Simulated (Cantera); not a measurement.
# Equilibrium for carbon deposition, reforming and gasification: acetone + H₂O

A closed system holds: 1 mol acetone, 1.2 mol H₂O, at 47.0 Pa.

Method: chemical equilibrium by Gibbs-energy minimisation in Cantera with the NASA 1993 tables (ideal gas, pure condensed phases). Candidate condensed phases: C, C₆H₆, C₇H₈, C₈H₁₈, H₂O; 110 gas species. The feed counts by its element totals alone. The numbers say what is thermodynamically allowed, not how fast it happens.

From 900 K to 2250 K the condensed part is C(graphite). The main C-bearing gas is CO throughout.

```csv
T (K),x H₂,x CO,x H,x C₂H₂ (acetylene),n C(graphite)
900,0.656,0.343,4.37e-9,3.69e-11,0.803
1050,0.656,0.344,3.03e-7,2.71e-9,0.800
1200,0.656,0.344,7.37e-6,6.74e-8,0.800
1350,0.656,0.344,8.90e-5,8.13e-7,0.800
1500,0.656,0.344,0.000657,5.92e-6,0.800
1650,0.653,0.343,0.00339,2.98e-5,0.800
1800,0.645,0.341,0.0133,0.000113,0.799
1950,0.621,0.337,0.0417,0.000340,0.796
2100,0.566,0.325,0.108,0.000817,0.789
2250,0.462,0.304,0.233,0.00155,0.777
```
x: gas mole fraction; n: condensed amount in mol.
